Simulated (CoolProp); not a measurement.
The numbers come from the reference Helmholtz-energy equation of state, Tillner-Roth 1997 in CoolProp.

Q: Give the vapour pressure (kPa), surface tension (mN/m), liquid viscosity (µPa s), liquid conductivity (mW/(m K)) of saturated CH2F2 (R32) at 201.8 K.

A: 
```
T (K)  p (kPa)  surface tension (mN/m)  liquid viscosity (µPa s)  liquid conductivity (mW/(m K))
-----  -------  ----------------------  ------------------------  ------------------------------
201.8     33.1                    24.6                       404                             207
```

Viscosity comes from a separate model (Bell 2016), an estimate that may be off by 10 % or more. Thermal conductivity comes from a separate model (Huber 2003), an estimate that may be off by 10 % or more. Surface tension comes from a separate correlation (Mulero 2012).
